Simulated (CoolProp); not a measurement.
The fluid at 574.41 K and 0.261 MPa flows at 0.11 m/s in a round tube of 1 mm bore and 45 µm roughness, fully developed (64/Re and Nu = 3.66 if laminar; Colebrook and Gnielinski if turbulent). The same conditions are run with several fluids, on thermodynamics alone (safety and materials aside).

Values from CoolProp's reference Helmholtz-energy equation of state of each fluid (p-xylene: Zhou 2012; n-butane: Bücker 2006; water: Wagner 2002; ethane: Bücker 2006; m-xylene: Zhou 2012).

Question: Rank p-xylene, n-butane, water, ethane, m-xylene by Reynolds number, highest first.

Answer: p-xylene (54.1), m-xylene (53.3), n-butane (25.2), ethane (10.9), water (5.36)

```
fluid     Darcy friction factor  pressure drop (Pa/m)  heat-transfer coefficient (W/(m² K))  mass flow (kg/h)
--------  ---------------------  --------------------  ------------------------------------  ----------------
p-xylene                   1.18                  43.1                                   142           0.00187
n-butane                   2.54                  49.2                                   206          0.000996
water                      11.9                  71.6                                   161          0.000308
ethane                     5.86                  58.4                                   250          0.000512
m-xylene                   1.20                  43.7                                   136           0.00187
```

Transport values come from each fluid's own correlations.
